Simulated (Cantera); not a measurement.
Charge: 1 mol HgO, 12 mol N2, 0.29 mol O2, at 1123 K and 10000 Pa.

Method: chemical equilibrium by Gibbs-energy minimisation in Cantera with the NASA 1993 tables (ideal gas, pure condensed phases). Candidate condensed phases: Hg, HgO; 10 gas species. Rates play no part.

Task: What is the equilibrium state?

Result: x(N2): 0.870
x(Hg): 0.0725
x(O2): 0.0573
x(NO): 5.72e-5
gas amount: 13.79 mol
log10 activity of Hg(l) (absent): -4.25
